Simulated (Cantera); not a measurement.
**Equilibrium for calcination and drying: LiOH + H2O + H2**

Charge: 1 mol LiOH, 8.1 mol H2O, 0.7 mol H2, equilibrated at 852 °C and 2030 Torr.

Cantera equilibrium calculation (NASA polynomials, part measured and part estimated; ideal gas, pure solids and liquids). Candidate condensed phases: H2O, Li, LiH, LiOH, Li2O; 17 gas species. Kinetics and transport are ignored.

```yaml
x(H2O): 0.920
x(H2): 0.0795
x(LiOH): 5.85e-5
x(Li2(OH)2): 8.66e-6
n(LiOH(l)): 0.999 mol
gas_amount: 8.801 mol
log10 activity of Li2O(s) (absent): -0.80
log10 activity of Li(l) (absent): -7.04
```
